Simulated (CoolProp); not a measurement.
The numbers come from the reference Helmholtz-energy equation of state, Zhou 2016 in CoolProp.

Q: For R245ca, give the phase and the Joule-Thomson coefficient (K/MPa) at 374.3 K and 1.01 bar; 381.2 K and 1.01 bar.

A: 
- 374.3 K and 1.01 bar: gas; Joule-Thomson coefficient 13.3
- 381.2 K and 1.01 bar: gas; Joule-Thomson coefficient 12.5
